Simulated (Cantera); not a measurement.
A closed system holds: 1 mol acetone, 0.017 mol O2, equilibrated at 1925 K and 7.50 Torr.

Method: chemical equilibrium by Gibbs-energy minimisation in Cantera with the NASA 1993 tables (ideal gas, pure condensed phases). Candidate condensed phases: C, C6H6, C7H8, C8H18, H2O; 110 gas species. The feed counts by its element totals alone. The numbers say what is thermodynamically allowed, not how fast it happens.

What is the equilibrium state?


* **x(H2)**: 0.736
* **x(CO)**: 0.255
* **x(H)**: 0.00820
* **x(C2H2 (acetylene))**: 0.000337
* **x(CH4)**: 2.83e-6
* **n(C(graphite))**: 1.96 mol
* **gas amount**: 4.051 mol
